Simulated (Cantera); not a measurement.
A Cantera script and what it prints.

```python
import numpy as np
import cantera as ct

gas_names = [...]  # 131 gases of nasa_gas.yaml made of C, H, O
cond_names = """
    C(gr) C6H6(L) C7H8(L) C8H18(L),n-octa H2O(s) H2O(L)
""".split()


# ... load() reads the species with a 1 bar reference pressure and builds the phases ...
atoms = {
    'C3H6': {'C': 3, 'H': 6},
    'H2': {'H': 2},
    'CO2': {'C': 1, 'O': 2},
}
top_T = {'C(gr)': 4500}  # K; cautious upper limits of use, not melting points


# ... equilibrate(T, P, feed) seeds the gas with the atoms and calls Mixture.equilibrate('TP', solver="vcs", rtol=1e-11, max_steps=5000) ...
results = []
feed = {'C3H6': 1, 'H2': 1.5, 'CO2': 0.62}  # mol
P = 37000  # Pa
for T in [2500, 2750, 3000, 3250, 3500, 3750, 4000, 4250, 4500, 4750, 5000]:
    mix = equilibrate(T, P, feed)
    results.append((T, P, feed, dict(zip(mix.species_names, mix.species_moles))))

top = {s: max(r[3][s] / sum(r[3][g] for g in gas_names) for r in results) for s in gas_names}
cols = sorted((s for s in top if top[s] > 0.0001), key=lambda s: -top[s])[:9]
seen = [c for c in cond_names if any(r[3].get(c, 0) > 1e-12 for r in results)]
print("log10 of partial pressures in bar; condensed amounts in mol")
print(f"{'T/K':>10s}" + "".join(f"{s[:9]:>10s}" for s in cols + seen))
for T, P, feed, n in results:
    ng = sum(n[g] for g in gas_names)
    print(f"{T:10.4g}" + "".join(f"{np.log10(max(n[s] / ng * P / 1e5, 1e-99)):10.3f}" for s in cols)
          + "".join(f"{n.get(c, 0):10.4g}" for c in seen))
```

Result:

```
log10 of partial pressures in bar; condensed amounts in mol
       T/K        H2         H        CO         C C2H2,acet        C3       C2H        C2      C4H2     C(gr)
      2500    -0.560    -1.880    -1.105    -6.779    -2.526    -6.304    -4.989    -7.339    -4.876     2.284
      2750    -0.598    -1.464    -1.118    -5.423    -2.149    -4.773    -3.951    -5.787    -4.081     2.138
      3000    -0.676    -1.140    -1.143    -4.295    -1.882    -3.506    -3.111    -4.499    -3.468     1.856
      3250    -0.818    -0.903    -1.187    -3.342    -1.734    -2.441    -2.441    -3.413    -3.030      1.21
      3500    -1.037    -0.747    -1.259    -2.614    -1.879    -1.795    -2.091    -2.659    -3.101         0
      3750    -1.281    -0.640    -1.318    -2.159    -2.410    -1.764    -2.167    -2.357    -3.920         0
      4000    -1.583    -0.589    -1.360    -1.799    -3.038    -1.854    -2.355    -2.171    -4.878         0
      4250    -1.907    -0.573    -1.391    -1.524    -3.734    -2.060    -2.634    -2.092    -5.949         0
      4500    -2.224    -0.573    -1.413    -1.338    -4.499    -2.421    -3.016    -2.140    -7.165         0
      4750    -2.514    -0.577    -1.427    -1.238    -5.320    -2.940    -3.491    -2.314    -8.521         0
      5000    -2.773    -0.578    -1.434    -1.193    -6.147    -3.544    -4.010    -2.562    -9.921         0
```

These are equilibrium values from Cantera (NASA tables, ideal gas, pure condensed phases), not measurements of a reactor.
